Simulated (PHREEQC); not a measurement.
**Acid rinse or clean: speciation**

Consider water at 25 °C with 0.21 mol HBr, 0.00022 mol ZnSO4 and 0.0018 mol KCl per kg of water. Closed to the air; pH follows from the charge balance.

The numbers come from PHREEQC with the ion-association model, phreeqc.dat.

Precipitation was switched off in this run.

Question: Predict the pH.

Answer: pH 0.78.

Question: In which forms is Zn present?

Answer: Zn+2 98 %, ZnBr+ 1.5 % of the Zn.
